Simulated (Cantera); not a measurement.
Catalytic combustion on Pt

An isothermal plug-flow reactor at 1100 K and 280000 Pa (inlet), inlet velocity 6.3 m/s, active area per volume 130 1/m; feed CH4 : O2 : N2 : H2O = 0.0081 : 0.13 : 0.79 : 0.053 (molar parts).

Cantera simulation using Deutschmann's 1995 Pt surface mechanism with GRI-Mech 3.0 gas chemistry; the numbers are that mechanism's predictions, not measurements. Catalytic surfaces can have several steady states; this one follows from the mechanism file's or the stated starting coverage. Mass transfer to the wall is taken as infinitely fast.

```
z (m)      x CH4   x O2   x H2O     x CO2     x CO  θ free Pt   θ O*    θ OH*
-------  -------  -----  ------  --------  -------  ---------  -----  -------
0.00049  0.00825  0.132  0.0540   7.51e-6  9.40e-7      0.228  0.766  0.00532
0.0011   0.00824  0.132  0.0541   1.71e-5  1.89e-6      0.228  0.766  0.00533
0.0023   0.00821  0.132  0.0541   3.63e-5  3.24e-6      0.228  0.766  0.00533
0.0049   0.00817  0.132  0.0542   7.94e-5  4.72e-6      0.228  0.766  0.00533
0.011    0.00806  0.132  0.0544  0.000182  5.51e-6      0.228  0.766  0.00534
0.023    0.00784  0.132  0.0548  0.000382  5.56e-6      0.229  0.766  0.00537
0.049    0.00737  0.131  0.0557  0.000801  5.67e-6      0.229  0.766  0.00541
```
x: gas mole fraction; θ: surface coverage.
